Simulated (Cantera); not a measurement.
Gas activation for diamond growth

A perfectly stirred reactor is fed with CH₄ : H₂ : N₂ = 0.033 : 1 : 0.01 (molar parts), at 100.0 Torr; it is held at 2225 K, and followed from long to short residence time.

Cantera simulation using GRI-Mech 3.0 (53 species, 325 reactions); the numbers are that mechanism's predictions, not measurements. GRI-Mech 3.0 stops at C3 and has no aromatics, soot or wall deposition, so with more carbon than oxygen in the feed, carbon stays in small species such as C2H2 where larger ones or solid carbon would form.

| τ (s) | x CH₄ | x H₂ | x C₂H₄ | x CH₂ | x HCN | x C₂H₆ |
|---|---|---|---|---|---|---|
| 11 | 0.000115 | 0.958 | 4.17e-6 | 1.05e-6 | 0.000263 | 2.75e-10 |
| 3.4 | 0.000180 | 0.958 | 4.20e-6 | 1.62e-6 | 0.000128 | 6.42e-10 |
| 1.1 | 0.000304 | 0.958 | 4.28e-6 | 2.66e-6 | 6.77e-5 | 1.78e-9 |
| 0.35 | 0.000548 | 0.958 | 4.50e-6 | 4.51e-6 | 3.55e-5 | 5.61e-9 |
| 0.11 | 0.00104 | 0.959 | 5.20e-6 | 7.62e-6 | 1.78e-5 | 1.91e-8 |
| 0.036 | 0.00199 | 0.959 | 7.36e-6 | 1.22e-5 | 8.44e-6 | 6.52e-8 |
| 0.012 | 0.00388 | 0.960 | 1.39e-5 | 1.84e-5 | 3.65e-6 | 2.21e-7 |
| 0.0037 | 0.00782 | 0.959 | 3.43e-5 | 2.59e-5 | 1.25e-6 | 7.69e-7 |
| 0.0012 | 0.0142 | 0.957 | 7.78e-5 | 3.06e-5 | 3.54e-7 | 2.08e-6 |
| 0.00039 | 0.0223 | 0.955 | 0.000122 | 2.64e-5 | 6.75e-8 | 3.61e-6 |
| 0.00012 | 0.0286 | 0.956 | 7.40e-5 | 1.00e-5 | 3.63e-9 | 2.36e-6 |
x: mole fraction; the columns are a selection and need not sum to one.
